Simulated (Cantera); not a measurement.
A freely propagating, adiabatic, planar premixed flame of CH4 : O2 : N2 = 1 : 1.43 : 5.37 (molar parts), equivalence ratio 1.4, unburnt at 325 K and 315 Torr; mixture-averaged transport, grid criteria slope 0.08 and curve 0.16, no radiation.

Cantera simulation using GRI-Mech 3.0 (53 species, 325 reactions); the numbers are that mechanism's predictions, not measurements. Burning velocities carry a grid error of a few per cent, more on coarse grids.

Problem. How do the results move with these cheaper or finer settings: unity-Lewis-number transport; multicomponent transport; multicomponent+Soret transport; grid criteria slope 0.5, curve 1; grid criteria slope 0.25, curve 0.5; grid criteria slope 0.03, curve 0.06?

Solution. 
| setting | laminar burning velocity | thermal thickness | peak x(CH3) | peak x(C2H2) | grid points |
|---|---|---|---|---|---|
| as above | 26.6 cm/s | 1.48 mm | 0.00329 | 0.00139 | 150 |
| unity-Lewis-number transport | 17.6 cm/s | 1.97 mm | 0.00251 | 0.00103 | 141 |
| multicomponent transport | 26.5 cm/s | 1.50 mm | 0.00329 | 0.00141 | 151 |
| multicomponent+Soret transport | 27.2 cm/s | 1.44 mm | 0.00331 | 0.00130 | 156 |
| grid criteria slope 0.5, curve 1 | 27.5 cm/s | 1.60 mm | 0.00322 | 0.00138 | 40 |
| grid criteria slope 0.25, curve 0.5 | 27.1 cm/s | 1.53 mm | 0.00326 | 0.00139 | 58 |
| grid criteria slope 0.03, curve 0.06 | 26.4 cm/s | 1.47 mm | 0.00329 | 0.00139 | 362 |
The base run took very roughly 6 core-seconds.
Unity Lewis numbers drop preferential diffusion, which matters most where H2 and H carry the flame; Soret adds thermal diffusion.
